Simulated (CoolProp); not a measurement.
Computed with CoolProp (reference Helmholtz-energy equation of state, Lemmon 2016).

Problem. For R227EA, give the phase and the Z, cv (kJ/(kg K)), speed of sound (m/s), isothermal compressibility (1/MPa) at 196 K and 3970 kPa; 258.5 K and 3970 kPa; 274.1 K and 3970 kPa.

Solution. 
- 196 K and 3970 kPa: liquid; Z 0.237, cv 0.695, speed of sound 865, isothermal compressibility 0.00108
- 258.5 K and 3970 kPa: liquid; Z 0.202, cv 0.766, speed of sound 608, isothermal compressibility 0.00244
- 274.1 K and 3970 kPa: liquid; Z 0.197, cv 0.788, speed of sound 547, isothermal compressibility 0.00311
